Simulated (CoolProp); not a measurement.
Computed with CoolProp (reference Helmholtz-energy equation of state, Lemmon 2013).

**Question.** For propylene, give the phase and the Z, Joule-Thomson coefficient (K/MPa), viscosity (µPa s), fugacity coefficient at 270.4 K and 19.4 bar.

**Answer.** 
- 270.4 K and 19.4 bar: liquid; Z 0.0657, Joule-Thomson coefficient -0.220, viscosity 126, fugacity coefficient 0.261

Viscosity comes from a separate model (Huber 2003), an estimate that may be off by 10 % or more.
